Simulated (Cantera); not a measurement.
A closed system holds: 1 mol Hg, 0.037 mol H2, 56 mol N2, held at 775 K and 0.140 bar.

Method: chemical equilibrium by Gibbs-energy minimisation in Cantera with the NASA 1993 tables (ideal gas, pure condensed phases). Candidate condensed phases: Hg; 10 gas species. The numbers say what is thermodynamically allowed, not how fast it happens.

**Question.** What is the equilibrium state?

**Answer.** 
| Quantity | Value |
|---|---|
| x(N2) | 0.982 |
| x(Hg) | 0.0175 |
| x(H2) | 0.000649 |
| gas amount | 57.04 mol |
| log10 activity of Hg(l) (absent) | -3.52 |
